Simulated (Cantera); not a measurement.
A closed system holds: 1 mol SiO₂, 1.3 mol HCl, 16 mol H₂, at 17.0 Pa.

Method: chemical equilibrium by Gibbs-energy minimisation in Cantera with the NASA 1993 tables (ideal gas, pure condensed phases). Candidate condensed phases: H₂O, Si, SiO₂; 30 gas species. The tables hold silica as quartz up to 1696 K and as liquid above; real silica turns to tridymite and cristobalite and melts near 1996 K. Kinetics and transport are ignored. All values below are at 1625 K.

Base state: H₂ 0.890, HCl 0.0734, SiO 0.0158, H₂O 0.0158, H 0.00510, Cl 0.000332 (mole fractions); condensed: SiO₂(β-quartz).

Task: What changes in the equilibrium state with this change: SiO₂ replaced by TiO₂?

Result: 
```json
[
 {"species": "H₂", "before": "0.890", "after": "0.906"},
 {"species": "HCl", "before": "0.0734", "after": "0.0746"},
 {"species": "H₂O", "before": "0.0158", "after": "0.0144"},
 {"species": "SiO", "before": "0.0158", "after": "0"},
 {"species": "H", "before": "0.00510", "after": "0.00515"},
 {"species": "Cl", "before": "0.000332", "after": "0.000334"},
 {"species": "SiO₂(β-quartz), mol", "before": "0.721", "after": "0"},
 {"species": "Ti₄O₇(s), mol", "before": "0", "after": "0.250"}
]
```
Condensed phases not in the tables: Magnéli phases beyond Ti₄O₇. Further candidate phases: Ti, TiCl₂, TiCl₃, TiCl₄, TiO, TiO₂, Ti₂O₃, Ti₃O₅, Ti₄O₇.

Task: What changes in the equilibrium state with this change: HCl from 1.3 to 26 mol?

Result: 
| species | before | after |
|---|---|---|
| HCl | 0.0734 | 0.606 |
| H₂ | 0.890 | 0.366 |
| SiO | 0.0158 | 0.0101 |
| H₂O | 0.0158 | 0.0101 |
| Cl | 0.000332 | 0.00427 |
| H | 0.00510 | 0.00327 |
| SiO₂(β-quartz), mol | 0.721 | 0.568 |
